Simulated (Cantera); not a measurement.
A Cantera script and what it prints.

```python
import numpy as np
import cantera as ct

gas_names = """
    AL ALH ALN AL2 H H2 N NH NH2 NH3 N2 N2H2 N2H4
""".split()
cond_names = """
    AL(cr) AL(L) ALN(s)
""".split()


# ... load() reads the species with a 1 bar reference pressure and builds the phases ...
atoms = {
    'Al': {'AL': 1},
    'N2': {'N': 2},
    'NH3': {'N': 1, 'H': 3},
}
top_T = {'ALN(s)': 2750}  # K; cautious upper limits of use, not melting points


# ... equilibrate(T, P, feed) seeds the gas with the atoms and calls Mixture.equilibrate('TP', solver="vcs", rtol=1e-11, max_steps=5000) ...
results = []
feed = {'Al': 1, 'N2': 2.7, 'NH3': 4.6}  # mol
T = 1400  # K
P = 1333.22  # Pa
mix = equilibrate(T, P, feed)
results.append((T, P, feed, dict(zip(mix.species_names, mix.species_moles))))
print(gas.report(threshold=1e-05))
for i in range(1, mix.n_phases):
    print(f"{mix.phase(i).name:16s} {mix.phase_moles(i):12.5e} mol")
```

Output:

```
       temperature   1400 K
          pressure   1333.2 Pa
           density   0.0014063 kg/m^3
  mean mol. weight   12.278 kg/kmol
   phase of matter   gas

                          1 kg             1 kmol
                     ---------------   ---------------
          enthalpy        2.7554e+06        3.3832e+07  J
   internal energy        1.8074e+06        2.2191e+07  J
           entropy             19786        2.4294e+05  J/K
    Gibbs function       -2.4945e+07       -3.0628e+08  J
 heat capacity c_p            2681.8             32928  J/K
 heat capacity c_v            2004.7             24614  J/K

                      mass frac. Y      mole frac. X     chem. pot. / RT
                     ---------------   ---------------   ---------------
                 H        2.6905e-06        3.2773e-05           -11.612
                H2          0.099376           0.60524           -23.224
                N2           0.90062           0.39473            -31.05
     [  +10 minor]        4.7222e-07         3.393e-07

AL(L)             0.00000e+00 mol
ALN(s)            1.00000e+00 mol
```

Cantera equilibrium calculation (NASA polynomials, part measured and part estimated; ideal gas, pure solids and liquids).
